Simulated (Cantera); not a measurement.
# Ignition delay

Mixture: 12.8 % CH4, 18.3 % O2, 68.8 % N2, at 1.20 bar, adiabatic and at constant volume. Ignition delay is the time to a rise of 400 K.

Detailed kinetics in Cantera: GRI-Mech 3.0 (53 species, 325 reactions).

| T0 (K) | delay (ms) |
|---|---|
| 1125 | 135 |
| 1175 | 63.7 |
| 1225 | 31.2 |
| 1275 | 15.8 |
| 1325 | 8.29 |
| 1375 | 4.47 |
| 1425 | 2.49 |
| 1475 | 1.43 |
| 1525 | 0.851 |

| Quantity | Value |
|---|---|
| apparent activation energy between 1425 and 1525 K | 190 kJ/mol |
